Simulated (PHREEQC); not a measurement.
Make-up at 39 °C: 0.003 mol NaF, 0.0045 mol KHCO3 and 0.00012 mol Ca(HCO3)2 per kg of water. Closed to the air; pH follows from the charge balance.

Model: ion-association model, phreeqc.dat, run in PHREEQC.

The pH is 8.13. The ionic strength is 0.00787 mol/kgw and the specific conductance comes out as 1090 µS/cm. The total alkalinity is 4.74 meq/kg.

```json
[
 {"species": "HCO3-", "molality": "0.00461", "activity": "0.00420", "log γ": "-0.040"},
 {"species": "K+", "molality": "0.00450", "activity": "0.00409", "log γ": "-0.042"},
 {"species": "F-", "molality": "0.00300", "activity": "0.00272", "log γ": "-0.042"},
 {"species": "Na+", "molality": "0.00299", "activity": "0.00272", "log γ": "-0.041"},
 {"species": "Ca+2", "molality": "0.000109", "activity": "7.52e-5", "log γ": "-0.161"},
 {"species": "CO2", "molality": "6.21e-5", "activity": "6.22e-5", "log γ": "0.001"},
 {"species": "CO3-2", "molality": "4.85e-5", "activity": "3.35e-5", "log γ": "-0.160"}
]
```

This is a speciation only: nothing precipitates in the calculation. Saturation is exceeded, for instance for Fluorite; the values hold only as long as no solid forms. Constants without temperature data keep their 25 °C values here.
